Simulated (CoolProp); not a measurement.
Vapour-liquid equilibrium of neopentane (1) + n-pentane (2) at 0.937 MPa; x and y are mole fractions of (1).

Computed with CoolProp (multi-fluid Helmholtz-energy mixture model, Lemmon 2006 and Thol 2019; pair parameters Bell 2016).

```csv
x,"bubble temperature, mixture model (°C)","bubble temperature, Raoult's law (°C)","y, mixture model","y, Raoult's law"
0.05,119.8,119.7,0.076,0.086
0.2,114.5,114.1,0.283,0.313
0.35,109.5,109.1,0.461,0.498
0.5,104.8,104.4,0.615,0.651
0.65,100.4,100.1,0.749,0.778
0.8,96.3,96.1,0.865,0.884
0.95,92.5,92.4,0.968,0.973
```

The largest gap from Raoult's law is +0.4 K in bubble temperature, at x = 0.35. No azeotrope shows between x = 0.05 and 0.95.

Pair parameters are fitted to limited data, so mixtures are less certain than the pure fluids.
